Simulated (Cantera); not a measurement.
Feed: 1 mol SiCl4, 1.2 mol Cl2, 5.2 mol H2, 0.78 mol HCl, at 1100 °C and 740000 Pa.

Equilibrium computed with Cantera from the NASA thermochemical tables; the gas is ideal and each condensed phase is pure. The tables' values for SiCl3 are old estimates; treat these amounts as uncertain. Rates play no part.

| species | before | after |
|---|---|---|
| H2 | 0.478 | 0.488 |
| HCl | 0.400 | 0.390 |
| SiCl4 | 0.111 | 0.121 |
| SiCl2 | 0.000260 | 7.64e-9 |
| SiCl3 | 0.00250 | 5.72e-6 |
| SiH2Cl2 | 9.39e-5 | 6.52e-7 |
| SiHCl3 | 0.00839 | 0.000869 |
Gas species are given as mole fractions.

**Question.** Which change was made?
A) temperature from 1100 °C to 702 °C
B) temperature from 1100 °C to 977 °C
C) HCl from 0.78 to 2.6 mol
D) Cl2 from 1.2 to 0.53 mol

**Answer.** A, temperature from 1100 °C to 702 °C
